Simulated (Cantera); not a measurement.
Feed: 1 mol SiH4, 2.5 mol NH3, 13 mol N2, at 1000 Pa.

Cantera equilibrium calculation (NASA polynomials, part measured and part estimated; ideal gas, pure solids and liquids). Candidate condensed phases: Si, Si3N4; 18 gas species. Kinetics and transport are ignored.

At 1373 K, list the 3 most abundant gas species with their mole fractions, and the condensed phases.

N2 0.703, H2 0.297, H 1.82e-5. Condensed: Si3N4(s).
